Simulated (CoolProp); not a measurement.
The numbers come from the reference Helmholtz-energy equation of state, Lemmon 2006 in CoolProp. It is a short technical equation, of lower accuracy than the large ones.

Problem. For n-nonane, give the phase and the cp (kJ/(kg K)), speed of sound (m/s), expansivity (1/kK), conductivity (mW/(m K)) at 568.3 K and 510 kPa.

Solution. 
- 568.3 K and 510 kPa: gas; cp 2.83, speed of sound 175, expansivity 2.59, conductivity 38.0

Thermal conductivity comes from a separate model (Huber 2005).
